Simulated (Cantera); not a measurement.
## Adiabatic ignition

An adiabatic, constant-pressure homogeneous reactor starts with 12.8 % CH4, 18.3 % O2, 68.8 % N2, at 1698 K and 0.410 bar.

Computed with Cantera and GRI-Mech 3.0 (53 species, 325 reactions).

```csv
t (s),T (K),x CH4,x O2,x O,x H2,x CH3,x CO2
2.00e-6,1698,0.128,0.183,7.39e-8,6.86e-7,2.98e-6,3.37e-12
5.02e-6,1698,0.128,0.183,8.66e-8,2.02e-6,8.56e-6,4.62e-11
1.26e-5,1698,0.128,0.183,1.07e-7,5.53e-6,2.34e-5,4.99e-10
3.17e-5,1698,0.128,0.183,1.68e-7,1.54e-5,6.59e-5,6.48e-9
7.96e-5,1698,0.128,0.183,3.84e-7,5.12e-5,0.000206,1.19e-7
0.000200,1698,0.127,0.183,1.51e-6,0.000326,0.000784,3.67e-6
0.000502,2143,0.0318,0.0963,0.000385,0.0584,0.0112,0.00409
0.00126,2731,<1e-12,0.00551,0.00551,0.0596,<1e-12,0.0308
0.00317,2749,<1e-12,0.00486,0.00486,0.0601,<1e-12,0.0308
0.00796,2746,<1e-12,0.00464,0.00468,0.0606,<1e-12,0.0306
0.0200,2746,<1e-12,0.00461,0.00466,0.0606,<1e-12,0.0305
0.0502,2746,<1e-12,0.00461,0.00466,0.0606,<1e-12,0.0305
0.126,2746,<1e-12,0.00461,0.00466,0.0606,<1e-12,0.0305
0.317,2746,<1e-12,0.00461,0.00466,0.0606,<1e-12,0.0305
0.796,2746,<1e-12,0.00461,0.00466,0.0606,<1e-12,0.0305
2.00,2746,<1e-12,0.00461,0.00466,0.0606,<1e-12,0.0305
```
x: mole fraction; the columns are a selection and need not sum to one.

```json
{
  "time_of_steepest_temperature_rise": "0.512 ms",
  "temperature at 2.00 s": "2746 K",
  "equilibrium_temperature": "2746 K",
  "x(CH4) at 2.00 s": "<1e-12 (gas-phase equilibrium <1e-12)",
  "x(O2) at 2.00 s": "0.00461 (gas-phase equilibrium 0.00461)",
  "x(O) at 2.00 s": "0.00466 (gas-phase equilibrium 0.00466)"
}
```
